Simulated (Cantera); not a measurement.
A perfectly stirred reactor is fed with 2.50 % C3H8, 14.4 % O2, 83.1 % N2, equivalence ratio 0.87, at 2.80 bar; it is adiabatic with a 450 K inlet, and is followed from long to short residence time, starting on the burning branch (τ in s: 0.033, 0.017, 0.0086, 0.0044, 0.0022, 0.0012, 0.00059, 0.0003, 0.00015, 7.9e-05, 4.1e-05, 2.1e-05).

Computed with Cantera and GRI-Mech 3.0 (53 species, 325 reactions). GRI-Mech 3.0 was tuned for natural gas; its chemistry of propane as a main component is partial and can be far from experiment.

x: mole fraction; the columns are a selection and need not sum to one.

```
τ (s)    T (K)   x C3H8    x O2    x CH3    x HCO     x NO  x CH2CO    x C2H4
-------  -----  -------  ------  -------  -------  -------  -------  --------
0.033     1829  1.13e-6  0.0187  1.72e-6  2.30e-8  4.06e-5  1.54e-6   4.46e-6
0.017     1822  1.85e-6  0.0190  2.60e-6  4.70e-8  3.87e-5  2.46e-6   6.75e-6
0.0086    1812  3.01e-6  0.0194  3.95e-6  9.86e-8  3.71e-5  3.92e-6   1.02e-5
0.0044    1799  4.79e-6  0.0201  5.95e-6  2.05e-7  3.57e-5  6.13e-6   1.53e-5
0.0022    1780  7.69e-6  0.0210  9.18e-6  4.36e-7  3.42e-5  9.65e-6   2.32e-5
0.0012    1758  1.17e-5  0.0221  1.36e-5  8.37e-7  3.22e-5  1.43e-5   3.39e-5
0.00059   1724        ?       ?        ?        ?        ?        ?         ?
0.00030   1679  3.61e-5  0.0267  3.91e-5  3.65e-6  2.16e-5  3.85e-5   9.43e-5
0.00015   1599  8.88e-5  0.0326  8.65e-5  7.75e-6  1.09e-5  8.48e-5  0.000229
7.9e-5     450   0.0250   0.144   <1e-12   <1e-12   <1e-12   <1e-12    <1e-12
4.1e-5     450   0.0250   0.144   <1e-12   <1e-12   <1e-12   <1e-12    <1e-12
2.1e-5     450   0.0250   0.144   <1e-12   <1e-12   <1e-12   <1e-12    <1e-12
```

Fill in the missing entries.


- 0.00059, x C3H8: 2.00e-5
- 0.00059, x O2: 0.0240
- 0.00059, x CH3: 2.25e-5
- 0.00059, x HCO: 1.79e-6
- 0.00059, x NO: 2.81e-5
- 0.00059, x CH2CO: 2.31e-5
- 0.00059, x C2H4: 5.46e-5
